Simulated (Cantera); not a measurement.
**Equilibrium for iron carbonyl, mercury and lead vapours: PbO + O2 + N2**

A closed system holds: 1 mol PbO, 0.3 mol O2, 1.5 mol N2, held at 0.0100 bar.

Method: chemical equilibrium by Gibbs-energy minimisation in Cantera with the NASA 1993 tables (ideal gas, pure condensed phases). Candidate condensed phases: Pb, PbO, PbO2, Pb3O4; 12 gas species. Gases not in the tables: (PbO)n polymers. Equilibrium is a limit: real reactors are often held back by kinetics, nucleation or transport.

At 450 K the condensed part is Pb3O4(s). From 550 K to 750 K the condensed part is PbO(red). From 850 K to 1150 K the condensed part is PbO(yellow). From 1250 K to 1350 K the condensed part is PbO(l). From 1450 K to 1550 K nothing is condensed.

| T (K) | x N2 | x PbO | x O2 | x Pb | x NO | x O | x Pb2 | x NO2 | n Pb3O4(s) | n PbO(red) | n PbO(yellow) | n PbO(l) |
|---|---|---|---|---|---|---|---|---|---|---|---|---|
| 450 | 0.918 | <1e-12 | 0.0816 | <1e-12 | 3.10e-11 | <1e-12 | <1e-12 | 5.34e-10 | 0.333 | 0 | 0 | 0 |
| 550 | 0.833 | <1e-12 | 0.167 | <1e-12 | 3.57e-9 | <1e-12 | <1e-12 | 5.25e-9 | 0 | 1.00 | 0 | 0 |
| 650 | 0.833 | <1e-12 | 0.167 | <1e-12 | 7.71e-8 | <1e-12 | <1e-12 | 1.60e-8 | 0 | 1.00 | 0 | 0 |
| 750 | 0.833 | 4.19e-10 | 0.167 | <1e-12 | 7.35e-7 | <1e-12 | <1e-12 | 3.63e-8 | 0 | 1.00 | 0 | 0 |
| 850 | 0.833 | 8.33e-8 | 0.167 | 4.46e-12 | 4.12e-6 | 3.03e-12 | <1e-12 | 6.79e-8 | 0 | 0 | 1.00 | 0 |
| 950 | 0.833 | 5.28e-6 | 0.167 | 1.84e-9 | 1.61e-5 | 1.30e-10 | <1e-12 | 1.12e-7 | 0 | 0 | 1.000 | 0 |
| 1050 | 0.833 | 0.000148 | 0.167 | 2.35e-7 | 4.84e-5 | 2.73e-9 | <1e-12 | 1.67e-7 | 0 | 0 | 1.000 | 0 |
| 1150 | 0.831 | 0.00228 | 0.166 | 1.27e-5 | 0.000120 | 3.39e-8 | <1e-12 | 2.33e-7 | 0 | 0 | 0.996 | 0 |
| 1250 | 0.818 | 0.0183 | 0.164 | 0.000295 | 0.000254 | 2.80e-7 | 3.95e-11 | 3.01e-7 | 0 | 0 | 0 | 0.966 |
| 1350 | 0.741 | 0.104 | 0.150 | 0.00430 | 0.000444 | 1.64e-6 | 5.43e-9 | 3.36e-7 | 0 | 0 | 0 | 0.781 |
| 1450 | 0.527 | 0.319 | 0.121 | 0.0320 | 0.000590 | 6.99e-6 | 2.07e-7 | 2.82e-7 | 0 | 0 | 0 | 0 |
| 1550 | 0.520 | 0.292 | 0.131 | 0.0553 | 0.000996 | 2.84e-5 | 4.45e-7 | 3.66e-7 | 0 | 0 | 0 | 0 |
x: gas mole fraction; n: condensed amount in mol.
